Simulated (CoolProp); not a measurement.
Properties of normal hydrogen along the isotherm 36.8 K (Tc = 33.1 K, pc = 1.296 MPa, ω = -0.219).

Values from CoolProp's reference Helmholtz-energy equation of state, Leachman 2009.

| p (MPa) | phase | cp (kJ/(kg K)) | expansivity (1/kK) | viscosity (µPa s) | Prandtl number |
|---|---|---|---|---|---|
| 0.00205 | gas | 10.32 | 27.20 | 1.84 | 0.670 |
| 0.00421 | gas | 10.32 | 27.23 | 1.84 | 0.670 |
| 0.00864 | gas | 10.34 | 27.29 | 1.84 | 0.670 |
| 0.0177 | gas | 10.37 | 27.42 | 1.84 | 0.670 |
| 0.0364 | gas | ___ | 27.69 | 1.84 | 0.671 |
| 0.0749 | gas | ___ | 28.25 | 1.84 | 0.673 |
| 0.154 | gas | ___ | ___ | 1.85 | 0.678 |
| 0.316 | gas | 11.42 | ___ | 1.87 | 0.693 |
| 0.648 | gas | 13.13 | ___ | ___ | 0.751 |

Task: Fill in the missing entries.

Result: 
- 0.0364, cp (kJ/(kg K)): 10.42
- 0.0749, cp (kJ/(kg K)): 10.54
- 0.154, cp (kJ/(kg K)): 10.81
- 0.154, expansivity (1/kK): 29.48
- 0.316, expansivity (1/kK): 32.35
- 0.648, expansivity (1/kK): 40.31
- 0.648, viscosity (µPa s): 1.94

Viscosity comes from a separate model (Muzny 2013). Thermal conductivity comes from a separate model (Assael 2011).
